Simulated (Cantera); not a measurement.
**Equilibrium for sublimation and decomposition of ceramics: SiC + Si + H₂**

A closed system holds: 1 mol SiC, 0.083 mol Si, 0.028 mol H₂, held at 1000 Pa.

Cantera equilibrium calculation (NASA polynomials, part measured and part estimated; ideal gas, pure solids and liquids). Candidate condensed phases: C, C₆H₆, C₇H₈, C₈H₁₈, Si, SiC; 87 gas species. Mutual solubility and eutectic melting of coexisting phases are not modelled. Gases not in the tables: Si₂H₆ and higher silanes. Rates play no part.

| T (K) | x H₂ | x Si | x H | x Si₂C | x SiC₂ | x Si₂ | n Si(s) | n SiC(s) | n Si(l) |
|---|---|---|---|---|---|---|---|---|---|
| 1500 | 1.000 | 1.05e-6 | 0.000176 | 1.60e-9 | <1e-12 | 1.35e-9 | 0.0830 | 1.00 | 0 |
| 1650 | 0.999 | 2.68e-5 | 0.000908 | 1.18e-7 | 2.31e-11 | 9.03e-8 | 0.0830 | 1.00 | 0 |
| 1800 | 0.996 | 0.000318 | 0.00357 | 3.37e-6 | 2.69e-9 | 1.92e-6 | 0 | 1.00 | 0.0830 |
| 1950 | 0.986 | 0.00238 | 0.0114 | 5.25e-5 | 1.60e-7 | 2.18e-5 | 0 | 1.000 | 0.0829 |
| 2100 | 0.955 | 0.0133 | 0.0304 | 0.000546 | 5.23e-6 | 0.000174 | 0 | 1.000 | 0.0826 |
| 2250 | 0.864 | 0.0592 | 0.0690 | 0.00411 | 0.000106 | 0.00104 | 0 | 1.000 | 0.0809 |
| 2400 | 0.620 | 0.218 | 0.125 | 0.0238 | 0.00147 | 0.00498 | 0 | 0.999 | 0.0725 |
| 2550 | 0.166 | 0.574 | 0.127 | 0.0932 | 0.0176 | 0.0138 | 0 | 0.984 | 0 |
x: gas mole fraction; n: condensed amount in mol.

From 1500 K to 1650 K the condensed part is Si(s) + SiC(s). From 1800 K to 2400 K the condensed part is Si(l) + SiC(s). At 2550 K the condensed part is SiC(s). The main Si-bearing gas is SiH₂ at 1500 K and Si at 2550 K.
